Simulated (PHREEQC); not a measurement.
A solution holds 0.0013 mol/kgw HBr, 0.047 mol/kgw AlCl3 and 0.00087 mol/kgw MnSO4, at 25 °C. Closed to the air; pH follows from the charge balance.

Computed with PHREEQC (ion-association model, phreeqc.dat).

Task: The ionic strength comes out as 0.282 mol/kgw. What activity coefficients do Br-, H+, SO4-2, MnCl+, Al+3 get?

Result: Br- 0.66, H+ 0.79, SO4-2 0.26, MnCl+ 0.72, Al+3 0.11.

No solid was allowed to form. Complexes and solids missing from the database can't appear.
